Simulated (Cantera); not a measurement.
A Cantera script and its output.

```python
import numpy as np
import cantera as ct

gas = ct.Solution("gri30.yaml")
gas.TPX = 1375, 100000, {'CH4': 1, 'CO2': 0.45, 'H2': 0.42}
reactor = ct.IdealGasConstPressureReactor(gas, energy="off", clone=False)
net = ct.ReactorNet([reactor])
net.rtol, net.atol = 1e-08, 1e-18
show = ['CH4', 'CO2', 'H2', 'HCO', 'CH2O', 'OH', 'HO2']
times = np.geomspace(1e-06, 3, 9)

steps = ct.SolutionArray(gas, extra=["t"])
rows = []
print(f"{'t/s':>10s}{'T/K':>9s}{'P/Pa':>11s}" + "".join(f"{s:>11s}" for s in show))
for t in times:
    while net.time < t:
        t_next = net.step()
        steps.append(gas.state, t=t_next)
    rows.append([np.interp(t, steps.t, y) for y in (steps.T, steps.P, *steps(*show).X.T)])
    print(f"{t:10.3e}{rows[-1][0]:9.1f}{rows[-1][1]:11.4g}" + "".join(f"{x:11.3e}" for x in rows[-1][2:]))
rate = np.gradient(steps.T, steps.t)
print("integrator steps:", len(steps.t))
if steps.T.max() > steps.T[0] + 200:
    print(f"time of steepest temperature rise: {steps.t[rate.argmax()]:.4e} s")
gas.TPX = 1375, 100000, {'CH4': 1, 'CO2': 0.45, 'H2': 0.42}
gas.equilibrate("TP")
print(f"equilibrium (TP): T = {gas.T:.1f} K  " + "  ".join(f"{s} {gas[s].X[0]:.3e}" for s in show))
```

Output:

```
       t/s      T/K       P/Pa        CH4        CO2         H2        HCO       CH2O         OH        HO2
 1.000e-06   1375.0      1e+05  5.348e-01  2.406e-01  2.246e-01  6.222e-21  4.272e-17  3.667e-12  6.416e-22
 6.451e-06   1375.0      1e+05  5.348e-01  2.406e-01  2.246e-01  7.304e-20  5.035e-15  8.476e-12  8.074e-21
 4.162e-05   1375.0      1e+05  5.348e-01  2.406e-01  2.246e-01  4.475e-18  1.038e-12  3.942e-11  1.551e-19
 2.685e-04   1375.0      1e+05  5.347e-01  2.406e-01  2.246e-01  3.136e-15  2.443e-10  2.252e-10  1.883e-18
 1.732e-03   1375.0      1e+05  5.347e-01  2.406e-01  2.246e-01  4.661e-13  1.615e-08  5.519e-10  4.428e-18
 1.117e-02   1375.0      1e+05  5.343e-01  2.405e-01  2.247e-01  4.068e-12  1.110e-07  6.960e-10  5.234e-18
 7.208e-02   1375.0      1e+05  5.316e-01  2.391e-01  2.255e-01  1.033e-11  1.856e-07  9.136e-10  6.375e-18
 4.650e-01   1375.0      1e+05  5.125e-01  2.292e-01  2.331e-01  2.617e-11  1.803e-07  1.368e-09  8.859e-18
 3.000e+00   1375.0      1e+05  4.100e-01  1.696e-01  2.714e-01  1.524e-10  1.504e-07  4.293e-09  1.687e-17
integrator steps: 604
equilibrium (TP): T = 1375.0 K  CH4 1.524e-01  CO2 1.847e-06  H2 5.133e-01  HCO 2.155e-09  CH2O 7.362e-08  OH 5.401e-13  HO2 1.350e-26
```

Detailed kinetics in Cantera: GRI-Mech 3.0 (53 species, 325 reactions). GRI-Mech 3.0 stops at C3 and has no aromatics, soot or wall deposition, so with more carbon than oxygen in the feed, carbon stays in small species such as C2H2 where larger ones or solid carbon would form.
